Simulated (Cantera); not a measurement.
Input (Python, Cantera) and output of one run.

```python
import numpy as np
import cantera as ct

gas_names = """
    C CH CH2 CH3 CH2OH CH3O CH4 CH3OH CN CO CO2 COOH C2 C2H CHCO,ketyl C2H2,acetylene C2H2,vinylidene
    CH2CO,ketene C2H3,vinyl CH3CN CH3CO,acetyl C2H4 C2H4O,ethylen CH3CHO,ethanal CH3COOH (HCOOH)2 C2H5
    C2H6 CH3OCH3 C2H5OH CCN CNC C2N2 C2O C3 C3H3,propargyl C3H4,allene C3H4,propyne C3H4,cyclo-
    C3H5,allyl C3H6,propylene C3H6,cyclo- C3H6O C3H7,n-propyl C3H7,i-propyl C3H8 C3H8O,1propanol
    C3H8O,2propanol C3O2 C4 C4H2 C4H4,1,3-cyclo- C4H6,butadiene C4H6,2-butyne C4H6,cyclo- C4H8,1-butene
    C4H8,cis2-buten C4H8,tr2-butene C4H8,isobutene C4H8,cyclo- (CH3COOH)2 C4H9,n-butyl C4H9,i-butyl
    C4H9,s-butyl C4H9,t-butyl C4H10,isobutane C4H10,n-butane C4N2 C5 C5H6,1,3cyclo- C5H8,cyclo-
    C5H10,1-pentene C5H10,cyclo- C5H11,pentyl C5H11,t-pentyl C5H12,n-pentane C5H12,i-pentane
    CH3C(CH3)2CH3 C6H2 C6H5,phenyl C6H5O,phenoxy C6H6 C6H5OH,phenol C6H10,cyclo- C6H12,1-hexene
    C6H12,cyclo- C6H13,n-hexyl C7H7,benzyl C7H8 C7H8O,cresol C7H14,1-heptene C7H15,n-heptyl
    C7H16,n-heptane C8H8,styrene C8H10,ethylbenz C8H16,1-octene C8H17,n-octyl C8H18,isooctane
    C8H18,n-octane C9H19,n-nonyl C10H8,naphthale C10H21,n-decyl C12H9,o-bipheny C12H10,bipheny H HCN HCO
    HCCN HNC HNCO HNO HNO2 HNO3 HO2 H2 HCHO,formaldehy HCOOH H2O H2O2 N NCO NH NH2 NH3 NH2OH NO NO2 NO3
    N2 N2H2 N2H4 N2O O OH O2 O3 Si SiC SiC2 SiC4H12 SiH SiH2 SiH3 SiH4 SiN SiO SiO2 Si2 Si2C Si2N Si3
""".split()
cond_names = """
    C(gr) C6H6(L) C7H8(L) C8H18(L),n-octa H2O(s) H2O(L) Si(cr) Si(L) SiC(b) SiO2(Lqz) SiO2(hqz) SiO2(L)
    Si2N2O(s) Si3N4(a)
""".split()


def load(file, names, dense=False):
    # The tables refer to 1 bar. Condensed volumes are neglected.
    table = {s.name: s for s in ct.Species.list_from_file(file)}
    out = []
    for n in names:
        d = dict(table[n].input_data)
        d["thermo"] = dict(d["thermo"], **{"reference-pressure": 1e5})
        if dense:
            d["equation-of-state"] = {"model": "constant-volume", "density": "1e6 g/cm^3"}
        out.append(ct.Species.from_dict(d))
    return out


gas = ct.Solution(thermo="ideal-gas", species=load("nasa_gas.yaml", gas_names))
cond = {s.name: ct.Solution(thermo="fixed-stoichiometry", species=[s], name=s.name)
        for s in load("nasa_condensed.yaml", cond_names, dense=True)}
atoms = {
    'HMDSO': {'Si': 2, 'C': 6, 'H': 18, 'O': 1},
    'N2O': {'N': 2, 'O': 1},
    'H2': {'H': 2},
    'CO2': {'C': 1, 'O': 2},
}
top_T = {'C(gr)': 4500, 'SiC(b)': 3050, 'Si2N2O(s)': 2100, 'Si3N4(a)': 2400}  # K; cautious upper limits of use, not melting points


def equilibrate(T, P, feed):
    n = {}
    for name, mol in feed.items():
        for a, k in atoms[name].items():
            n[a] = n.get(a, 0.0) + k * mol
    gas.TPX = T, P, n
    mass = sum(n.values()) * gas.mean_molecular_weight
    gas.equilibrate("TP")
    valid = [c for c in cond.values() if c.min_temp <= T <= top_T.get(c.name, c.max_temp)]
    mix = ct.Mixture([(gas, mass / gas.mean_molecular_weight)] + [(c, 0.0) for c in valid])
    mix.T, mix.P = T, P
    mix.equilibrate("TP", solver="vcs", rtol=1e-11, max_steps=5000)
    return mix


results = []
T = 898  # K
P = 27000  # Pa
for m in [0.24, 1.1, 2, 2.8, 3.7, 4.5, 5.4, 6.3]:
    feed = {'HMDSO': 1, 'N2O': 0.18, 'H2': 0.31, 'CO2': m}  # mol
    mix = equilibrate(T, P, feed)
    results.append((T, P, feed, dict(zip(mix.species_names, mix.species_moles))))

top = {s: max(r[3][s] / sum(r[3][g] for g in gas_names) for r in results) for s in gas_names}
cols = sorted((s for s in top if top[s] > 0.0001), key=lambda s: -top[s])[:5]
seen = [c for c in cond_names if any(r[3].get(c, 0) > 1e-12 for r in results)]
print("log10 of partial pressures in bar; condensed amounts in mol")
print(f"{'n(CO2)':>10s}" + "".join(f"{s[:9]:>10s}" for s in cols + seen))
for T, P, feed, n in results:
    ng = sum(n[g] for g in gas_names)
    print(f"{feed['CO2']:10.4g}" + "".join(f"{np.log10(max(n[s] / ng * P / 1e5, 1e-99)):10.3f}" for s in cols)
          + "".join(f"{n.get(c, 0):10.4g}" for c in seen))
```

Result:

```
log10 of partial pressures in bar; condensed amounts in mol
    n(CO2)        H2        CO       CO2       H2O       CH4     C(gr)    SiC(b) SiO2(hqz) Si2N2O(s)
      0.24    -0.602    -8.711   -16.653    -8.910    -1.699     4.697       0.9      0.74      0.18
       1.1    -0.602    -8.711   -16.653    -8.910    -1.699     6.417      0.04       1.6      0.18
         2    -0.660    -1.731    -2.693    -1.988    -1.814     6.712         0         2         0
       2.8    -0.717    -1.439    -2.109    -1.753    -1.928     6.565         0         2         0
       3.7    -0.772    -1.294    -1.819    -1.663    -2.038     6.355         0         2         0
       4.5    -0.815    -1.218    -1.666    -1.630    -2.124     6.143         0         2         0
       5.4    -0.858    -1.159    -1.549    -1.615    -2.211     5.886         0         2         0
       6.3    -0.898    -1.117    -1.465    -1.612    -2.290     5.614         0         2         0
```

These are equilibrium values from Cantera (NASA tables, ideal gas, pure condensed phases), not measurements of a reactor. The feed counts by its element totals alone.
